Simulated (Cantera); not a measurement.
Input: 1 mol Si₂H₆, 100 mol N₂, at 1100 °C and 100 Torr.

These are equilibrium values from Cantera (NASA tables, ideal gas, pure condensed phases), not measurements of a reactor. Candidate condensed phases: Si, Si₃N₄; 18 gas species. The feed counts by its element totals alone. N₂ is the only nitrogen source here; it is nearly inert below about 1500 K, so the nitride shown seldom forms there in practice. Equilibrium is a limit: real reactors are often held back by kinetics, nucleation or transport.

Base state: N₂ 0.970, H₂ 0.0295 (mole fractions); condensed: Si₃N₄(s).

Q: What changes in the equilibrium state with this change: Si₂H₆ replaced by SiHCl₃?

A: 
```csv
species,before,after
N₂,0.970,0.985
HCl,0,0.00925
SiCl₄,0,0.00418
H₂,0.0295,0.000308
SiCl₃,0,0.000769
SiCl₂,0,0.000655
"Si₃N₄(s), mol",0.667,0.144
```
The tables' values for SiCl₃ are old estimates; treat these amounts as uncertain. Further candidate phases: NH₄Cl.

Q: What changes in the equilibrium state with this change: Si₂H₆ replaced by SiH₂Cl₂?

A: 
```tsv
species	before	after
N₂	0.970	0.981
HCl	0	0.0156
H₂	0.0295	0.00208
SiCl₄	0	0.000740
SiCl₂	0	0.000276
SiCl₃	0	0.000210
Si₃N₄(s), mol	0.667	0.292
```
The tables' values for SiCl₃ are old estimates; treat these amounts as uncertain. Further candidate phases: NH₄Cl.
